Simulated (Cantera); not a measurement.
An isothermal, constant-pressure homogeneous reactor starts with C2H6 : H2 = 1 : 86 (molar parts), at 1650 K and 20.0 Torr. Integrator tolerance rtol = 1e-08.

Computed with Cantera and GRI-Mech 3.0 (53 species, 325 reactions). GRI-Mech 3.0 stops at C3 and has no aromatics, soot or wall deposition, so with more carbon than oxygen in the feed, carbon stays in small species such as C2H2 where larger ones or solid carbon would form. Radical loss at walls, strong at low pressure, is not modelled.

Problem. What does this change do: temperature 1650 to 1950 K?

Solution. 
```tsv
quantity	before	after
x(C2H6) at 1.00 s	2.92e-7 (gas-phase equilibrium 1.68e-9)	5.58e-10 (gas-phase equilibrium 4.28e-11)
x(H2) at 1.00 s	0.983 (gas-phase equilibrium 0.988)	0.982 (gas-phase equilibrium 0.982)
x(C2H) at 1.00 s	1.47e-8 (gas-phase equilibrium 2.69e-8)	1.23e-6 (gas-phase equilibrium 1.25e-6)
x(H) at 1.00 s	0.000522 (gas-phase equilibrium 0.000557)	0.00694 (gas-phase equilibrium 0.00701)
x(C2H4) at 1.00 s	1.86e-5 (gas-phase equilibrium 2.08e-5)	2.61e-6 (gas-phase equilibrium 2.61e-6)
```
